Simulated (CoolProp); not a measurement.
A Linde-Hampson liquefier for oxygen: isothermal reversible compression at 290 K from 1 atm to 15 MPa, throttling to 1 atm, return gas leaving the recuperator 5 K below the feed. Each further row changes one setting.

Model: reference Helmholtz-energy equation of state, Schmidt 1985, in CoolProp.

```
case                        liquid yield per pass  compression work (kJ/kg of gas)
--------------------------  ---------------------  -------------------------------
as stated                                     [?]                              370
high pressure 30 MPa                          [?]                              [?]
warm-end temperature 320 K                    [?]                              [?]
warm-end gap 10 K                             [?]                              370
```

Problem. Fill in the missing entries.

Solution. 
- as stated, liquid yield per pass: 0.081
- high pressure 30 MPa, liquid yield per pass: 0.141
- high pressure 30 MPa, compression work (kJ/kg of gas): 419
- warm-end temperature 320 K, liquid yield per pass: 0.059
- warm-end temperature 320 K, compression work (kJ/kg of gas): 411
- warm-end gap 10 K, liquid yield per pass: 0.070

Above 300 K oxygen's equation is extrapolated.
